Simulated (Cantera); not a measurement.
Cantera run:

```python
import numpy as np
import cantera as ct

gas_names = [...]  # 110 gases of nasa_gas.yaml made of C, H, N
cond_names = """
    C(gr) C6H6(L) C7H8(L) C8H18(L),n-octa
""".split()


# ... load() reads the species with a 1 bar reference pressure and builds the phases ...
atoms = {
    'C6H6': {'C': 6, 'H': 6},
    'H2': {'H': 2},
    'N2': {'N': 2},
}
top_T = {'C(gr)': 4500}  # K; cautious upper limits of use, not melting points


# ... equilibrate(T, P, feed) seeds the gas with the atoms and calls Mixture.equilibrate('TP', solver="vcs", rtol=1e-11, max_steps=5000) ...
results = []
feed = {'C6H6': 1, 'H2': 0.84, 'N2': 2.4}  # mol
P = 190000  # Pa
for T in [3000, 3250, 3500, 3750, 4000, 4250, 4500, 4750, 5000]:
    mix = equilibrate(T, P, feed)
    results.append((T, P, feed, dict(zip(mix.species_names, mix.species_moles))))

top = {s: max(r[3][s] / sum(r[3][g] for g in gas_names) for r in results) for s in gas_names}
cols = sorted((s for s in top if top[s] > 1e-06), key=lambda s: -top[s])[:7]
seen = [c for c in cond_names if any(r[3].get(c, 0) > 1e-12 for r in results)]
print("log10 of partial pressures in bar; condensed amounts in mol")
print(f"{'T/K':>10s}" + "".join(f"{s[:9]:>10s}" for s in cols + seen))
for T, P, feed, n in results:
    ng = sum(n[g] for g in gas_names)
    print(f"{T:10.4g}" + "".join(f"{np.log10(max(n[s] / ng * P / 1e5, 1e-99)):10.3f}" for s in cols)
          + "".join(f"{n.get(c, 0):10.4g}" for c in seen))
```

Result:

```
log10 of partial pressures in bar; condensed amounts in mol
       T/K         H        H2        N2         C       HCN        C3        CN     C(gr)
      3000    -0.825    -0.046    -0.214    -4.295    -0.829    -3.506    -2.594     4.963
      3250    -0.563    -0.139    -0.258    -3.342    -0.725    -2.441    -2.041     4.328
      3500    -0.372    -0.286    -0.322    -2.527    -0.684    -1.534    -1.580      3.19
      3750    -0.262    -0.527    -0.430    -1.842    -0.752    -0.812    -1.228         0
      4000    -0.132    -0.669    -0.468    -1.438    -0.944    -0.770    -1.087         0
      4250    -0.055    -0.871    -0.503    -1.105    -1.176    -0.804    -0.986         0
      4500    -0.018    -1.113    -0.538    -0.833    -1.438    -0.904    -0.920         0
      4750    -0.007    -1.374    -0.573    -0.617    -1.724    -1.077    -0.890         0
      5000    -0.010    -1.637    -0.603    -0.457    -2.030    -1.336    -0.897         0
```

Method: chemical equilibrium by Gibbs-energy minimisation in Cantera with the NASA 1993 tables (ideal gas, pure condensed phases).
